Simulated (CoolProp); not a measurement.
Vapour-liquid equilibrium of n-heptane (1) + ethylbenzene (2) at 395 K; x and y are mole fractions of (1).

Values from CoolProp's multi-fluid Helmholtz-energy mixture model, Span 2003 and Zhou 2012; pair parameters Bell 2016.

Problem. Give the bubble pressure and the first vapour's composition at x = 0.275, 0.65, 0.875. Is there an azeotrope?

Solution. x = 0.275: 1.110 bar, y = 0.536; x = 0.65: 1.554 bar, y = 0.818; x = 0.875: 1.793 bar, y = 0.937. No azeotrope shows between x = 0.05 and 0.95.

Pair parameters are fitted to limited data, so mixtures are less certain than the pure fluids.
